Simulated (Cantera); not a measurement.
Input: 1 mol C, 1.9 mol H₂O, 2.8 mol N₂, held at 1998 K and 1 atm.

These are equilibrium values from Cantera (NASA tables, ideal gas, pure condensed phases), not measurements of a reactor. Candidate condensed phases: C, C₆H₆, C₇H₈, C₈H₁₈, H₂O; 136 gas species. Rates play no part.

Base state: N₂ 0.491, H₂ 0.198, CO 0.153, H₂O 0.135, CO₂ 0.0228, H 0.000709, OH 4.81e-5 (mole fractions); condensed: gas only.

Task: What changes in the equilibrium state with this change: temperature from 1998 K to 2898.15 K?

Result: 
```csv
species,before,after
N₂,0.491,0.475
H₂,0.198,0.171
CO,0.153,0.154
H,0.000709,0.0470
OH,4.81e-5,0.0103
CO₂,0.0228,0.0154
H₂O,0.135,0.123
O,1.26e-7,0.00175
O₂,3.71e-8,0.000501
```

Task: What changes in the equilibrium state with this change: temperature from 1998 K to 2450 K?

Result: 
```tsv
species	before	after
N₂	0.491	0.489
H₂	0.198	0.190
CO	0.153	0.156
H	0.000709	0.00869
CO₂	0.0228	0.0186
H₂O	0.135	0.137
O₂	3.71e-8	1.11e-5
O	1.26e-7	3.73e-5
```
